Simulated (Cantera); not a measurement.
**Silicon nitride deposition: SiHCl₃ + NH₃ + N₂**

Input: 1 mol SiHCl₃, a varied amount of NH₃, 16 mol N₂, held at 1800 K and 0.550 bar.

Cantera equilibrium calculation (NASA polynomials, part measured and part estimated; ideal gas, pure solids and liquids). Candidate condensed phases: NH₄Cl, Si, Si₃N₄; 28 gas species. The tables' values for SiCl₃, SiCl are old estimates; treat these amounts as uncertain. Equilibrium is a limit: real reactors are often held back by kinetics, nucleation or transport.

From 0.16 mol NH₃ to 29 mol NH₃ the condensed part is Si₃N₄(s). The main Si-bearing gas is SiCl₂ throughout. The share of Si in condensed phases is highest at 29 mol NH₃ (92.8 %) and lowest at 0.16 mol NH₃ (7.9 %).

```csv
n(NH₃) (mol),x N₂,x H₂,x HCl,x SiCl₂,x SiCl₃,x SiCl₄,n Si₃N₄(s)
0.16,0.882,0.0142,0.0528,0.0418,0.00692,0.00185,0.0262
0.24,0.876,0.0180,0.0578,0.0398,0.00642,0.00167,0.0402
0.38,0.866,0.0250,0.0651,0.0367,0.00566,0.00141,0.0618
0.58,0.852,0.0357,0.0733,0.0329,0.00479,0.00112,0.0874
0.9,0.831,0.0535,0.0824,0.0282,0.00376,0.000808,0.119
1.4,0.801,0.0818,0.0905,0.0228,0.00270,0.000516,0.155
2.1,0.765,0.120,0.0951,0.0177,0.00182,0.000303,0.188
3.3,0.713,0.178,0.0952,0.0125,0.00106,0.000144,0.222
5.1,0.652,0.249,0.0894,0.00838,0.000562,6.07e-5,0.250
7.9,0.584,0.332,0.0787,0.00525,0.000268,2.21e-5,0.272
12,0.517,0.414,0.0656,0.00317,0.000121,7.46e-6,0.287
19,0.449,0.498,0.0505,0.00172,4.60e-5,1.99e-6,0.301
29,0.396,0.564,0.0379,0.000924,1.74e-5,5.31e-7,0.309
```
x: gas mole fraction; n: condensed amount in mol.
